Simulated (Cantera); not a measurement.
**HI + H2O + N2 (abatement and gas-phase synthesis)**

Feed: 1 mol HI, 0.24 mol H2O, 1.4 mol N2, equilibrated at 1 atm.

Method: chemical equilibrium by Gibbs-energy minimisation in Cantera with the NASA 1993 tables (ideal gas, pure condensed phases). Candidate condensed phases: H2O, I2; 50 gas species. Ions and electrons are included (thermal ionisation). The numbers say what is thermodynamically allowed, not how fast it happens.

From 1727 °C to 4727 °C nothing is condensed.

| T (°C) | x N2 | x H | x I | x H2 | x H2O | x HI | x O | x N | x OH |
|---|---|---|---|---|---|---|---|---|---|
| 1727 | 0.460 | 0.000592 | 0.265 | 0.134 | 0.0788 | 0.0589 | 1.12e-7 | 6.08e-10 | 3.47e-5 |
| 1977 | 0.454 | 0.00278 | 0.286 | 0.142 | 0.0775 | 0.0368 | 3.07e-6 | 1.50e-8 | 0.000228 |
| 2227 | 0.449 | 0.00949 | 0.296 | 0.144 | 0.0758 | 0.0242 | 4.47e-5 | 1.95e-7 | 0.00103 |
| 2477 | 0.443 | 0.0254 | 0.299 | 0.140 | 0.0714 | 0.0165 | 0.000400 | 1.59e-6 | 0.00348 |
| 2727 | 0.432 | 0.0565 | 0.297 | 0.130 | 0.0605 | 0.0114 | 0.00234 | 9.09e-6 | 0.00876 |
| 2977 | 0.413 | 0.107 | 0.288 | 0.113 | 0.0410 | 0.00790 | 0.00872 | 3.94e-5 | 0.0154 |
| 3227 | 0.390 | 0.175 | 0.275 | 0.0887 | 0.0199 | 0.00528 | 0.0207 | 0.000137 | 0.0180 |
| 3477 | 0.369 | 0.243 | 0.262 | 0.0595 | 0.00680 | 0.00336 | 0.0339 | 0.000405 | 0.0145 |
| 3727 | 0.354 | 0.294 | 0.253 | 0.0345 | 0.00182 | 0.00206 | 0.0435 | 0.00105 | 0.00909 |
| 3977 | 0.346 | 0.325 | 0.248 | 0.0185 | 0.000449 | 0.00126 | 0.0492 | 0.00245 | 0.00507 |
| 4227 | 0.340 | 0.340 | 0.245 | 0.00982 | 0.000113 | 0.000781 | 0.0523 | 0.00521 | 0.00276 |
| 4477 | 0.335 | 0.348 | 0.243 | 0.00533 | 3.10e-5 | 0.000501 | 0.0539 | 0.0103 | 0.00153 |
| 4727 | 0.328 | 0.350 | 0.241 | 0.00301 | 9.31e-6 | 0.000331 | 0.0548 | 0.0189 | 0.000876 |
x: gas mole fraction; nothing condenses.
